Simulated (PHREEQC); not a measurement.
Consider water at 20 °C with 0.0031 mol/kgw Na2CO3 and 0.0023 mol/kgw NaOH. Closed to the air; pH follows from the charge balance.

All values are PHREEQC results (ion-association model, phreeqc.dat), not measurements.

Precipitation was switched off in this run.

Order these C species by the share of C that they hold, largest first: NaCO3-, CO3-2, HCO3-.

CO3-2 (88 %), NaCO3- (7.0 %), HCO3- (4.8 %)

The pH is 11.51 and the ionic strength 0.0110 mol/kgw. Complexes and solids missing from the database can't appear.
